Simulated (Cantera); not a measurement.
A closed system holds: 1 mol HMDSO, 1 mol CO₂, a varied amount of H₂, held at 1523 K and 750 Torr.

These are equilibrium values from Cantera (NASA tables, ideal gas, pure condensed phases), not measurements of a reactor. Candidate condensed phases: C, C₆H₆, C₇H₈, C₈H₁₈, H₂O, Si, SiC, SiO₂; 123 gas species. The feed counts by its element totals alone. Mutual solubility and eutectic melting of coexisting phases are not modelled. The tables hold silica as quartz up to 1696 K and as liquid above; real silica turns to tridymite and cristobalite and melts near 1996 K. Equilibrium is a limit: real reactors are often held back by kinetics, nucleation or transport.

Q: At 43 mol H₂, list the 4 most abundant gas species with their mole fractions, and the condensed phases.

A: H₂ 0.965, CO 0.0324, CH₄ 0.00215, SiO 6.98e-5. Condensed: C(graphite) + SiC(s) + SiO₂(β-quartz).
